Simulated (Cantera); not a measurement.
# Hydrocarbon pyrolysis for carbon deposition

A perfectly stirred reactor is fed with 29.4 % CH4, 70.6 % H2, at 0.987 atm; it is held at 1825 K, and followed from long to short residence time.

Cantera simulation using GRI-Mech 3.0 (53 species, 325 reactions); the numbers are that mechanism's predictions, not measurements. GRI-Mech 3.0 stops at C3 and has no aromatics, soot or wall deposition, so with more carbon than oxygen in the feed, carbon stays in small species such as C2H2 where larger ones or solid carbon would form.

```json
[
 {"τ (s)": "2.2", "x CH4": "0.0157", "x H2": "0.876", "x C2H2": "0.106", "x CH2": "7.98e-8", "x H": "0.000413", "x C2H": "4.84e-7"},
 {"τ (s)": "0.78", "x CH4": "0.0199", "x H2": "0.873", "x C2H2": "0.104", "x CH2": "9.81e-8", "x H": "0.000409", "x C2H": "4.74e-7"},
 {"τ (s)": "0.28", "x CH4": "0.0282", "x H2": "0.868", "x C2H2": "0.101", "x CH2": "1.34e-7", "x H": "0.000403", "x C2H": "4.55e-7"},
 {"τ (s)": "0.097", "x CH4": "0.0441", "x H2": "0.858", "x C2H2": "0.0948", "x CH2": "1.96e-7", "x H": "0.000392", "x C2H": "4.20e-7"},
 {"τ (s)": "0.034", "x CH4": "0.0704", "x H2": "0.842", "x C2H2": "0.0846", "x CH2": "2.87e-7", "x H": "0.000376", "x C2H": "3.66e-7"},
 {"τ (s)": "0.012", "x CH4": "0.110", "x H2": "0.818", "x C2H2": "0.0690", "x CH2": "4.06e-7", "x H": "0.000355", "x C2H": "2.91e-7"},
 {"τ (s)": "0.0043", "x CH4": "0.160", "x H2": "0.787", "x C2H2": "0.0488", "x CH2": "5.39e-7", "x H": "0.000332", "x C2H": "2.00e-7"},
 {"τ (s)": "0.0015", "x CH4": "0.215", "x H2": "0.753", "x C2H2": "0.0269", "x CH2": "6.60e-7", "x H": "0.000308", "x C2H": "1.07e-7"},
 {"τ (s)": "0.00053", "x CH4": "0.256", "x H2": "0.727", "x C2H2": "0.0106", "x CH2": "7.20e-7", "x H": "0.000287", "x C2H": "4.07e-8"},
 {"τ (s)": "0.00019", "x CH4": "0.279", "x H2": "0.713", "x C2H2": "0.00263", "x CH2": "6.76e-7", "x H": "0.000261", "x C2H": "9.34e-9"}
]
```
x: mole fraction; the columns are a selection and need not sum to one.
